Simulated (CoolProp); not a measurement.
Vapour-liquid equilibrium of C2F6 (R116) (1) + R22 (2) at -73.05 °C; x and y are mole fractions of (1).

Model: multi-fluid Helmholtz-energy mixture model, Lemmon 2006 and Kamei 1995; pair parameters Bell 2016, in CoolProp.

```tsv
x	bubble pressure (MPa)	y at the bubble point	dew pressure at overall composition x (MPa)	liquid density (mol/L)
0.05	0.05800	0.718	___	___
0.2	___	0.858	0.02093	15.78
0.35	0.1170	0.872	0.02570	14.74
0.5	0.1179	0.874	0.03326	13.81
0.65	0.1198	___	0.04708	12.98
0.8	0.1244	___	0.08000	___
0.95	___	0.964	___	11.65
```

Problem. Some entries are withheld; supply them.

Solution. 
- 0.05, dew pressure at overall composition x (MPa): 0.01765
- 0.05, liquid density (mol/L): 16.93
- 0.2, bubble pressure (MPa): 0.1083
- 0.65, y at the bubble point: 0.880
- 0.8, y at the bubble point: 0.903
- 0.8, liquid density (mol/L): 12.27
- 0.95, bubble pressure (MPa): 0.1303
- 0.95, dew pressure at overall composition x (MPa): 0.1294

No azeotrope shows between x = 0.05 and 0.95.

Pair parameters are fitted to limited data, so mixtures are less certain than the pure fluids. With so large a gap from Raoult's law the liquid may split in two, which this calculation doesn't test in full.
